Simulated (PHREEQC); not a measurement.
Dissolve 0.22 mol/kgw Ni(NO3)2, 0.43 mol/kgw NaCl and 0.32 mol/kgw H2SO4 at 45 °C. Closed to the air; pH follows from the charge balance.

The numbers come from PHREEQC with the ion-association model, wateq4f.dat.

Q: The ionic strength comes out as 1.26 mol/kgw. What activity coefficients do NiCl+, Ni(SO4)2-2, NO3-, Ni+2, Cl- get?

A: NiCl+ 0.83, Ni(SO4)2-2 0.48, NO3- 0.52, Ni+2 0.48, Cl- 0.58.

Precipitation was switched off in this run. Ionic strength above about 0.7 mol/kgw puts this run outside the model's range. At this temperature some constants are extrapolated from 25 °C, and those without enthalpy data are left unchanged.
